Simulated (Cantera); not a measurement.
A perfectly stirred reactor is fed with CH4 : O2 : N2 = 1 : 2.9 : 10.9 (molar parts), equivalence ratio 0.69, at 7500 Torr; it is adiabatic with a 373 K inlet, and is followed from long to short residence time, starting on the burning branch (τ in s: 0.23, 0.094, 0.039, 0.016, 0.0066, 0.0027, 0.0011, 0.00046, 0.00019, 7.9e-05, 3.2e-05, 1.3e-05, 5.5e-06).

Computed with Cantera and GRI-Mech 3.0 (53 species, 325 reactions).

x: mole fraction; the columns are a selection and need not sum to one.

```tsv
τ (s)	T (K)	x CH4	x O2	x H	x NO	x N2O	x C2H2	x CO2
0.23	1883	1.37e-6	0.0606	1.15e-6	0.000111	5.21e-7	1.17e-10	0.0675
0.094	1882	3.19e-6	0.0607	1.40e-6	5.33e-5	5.63e-7	6.04e-10	0.0675
0.039	1882	6.98e-6	0.0607	1.96e-6	2.84e-5	6.53e-7	2.63e-9	0.0674
0.016	1880	1.45e-5	0.0608	3.30e-6	1.77e-5	8.31e-7	9.48e-9	0.0672
0.0066	1877	2.85e-5	0.0609	6.38e-6	1.32e-5	1.13e-6	2.75e-8	0.0670
0.0027	1872	5.47e-5	0.0612	1.34e-5	1.11e-5	1.56e-6	6.85e-8	0.0664
0.0011	1862	?	0.0617	?	?	?	?	0.0654
0.00046	1844	0.000206	0.0628	6.11e-5	8.24e-6	2.19e-6	3.35e-7	0.0635
0.00019	1805	0.000470	0.0654	0.000120	5.61e-6	1.95e-6	8.73e-7	0.0591
7.9e-5	373	0.0676	0.196	<1e-12	<1e-12	<1e-12	<1e-12	<1e-12
3.2e-5	373	0.0676	0.196	<1e-12	<1e-12	<1e-12	<1e-12	<1e-12
1.3e-5	373	0.0676	0.196	<1e-12	<1e-12	<1e-12	<1e-12	<1e-12
5.5e-6	373	0.0676	0.196	<1e-12	<1e-12	<1e-12	<1e-12	<1e-12
```

Task: What belongs in the gaps?

Result: 
- 0.0011, x CH4: 0.000105
- 0.0011, x H: 2.92e-5
- 0.0011, x NO: 9.83e-6
- 0.0011, x N2O: 2.00e-6
- 0.0011, x C2H2: 1.55e-7
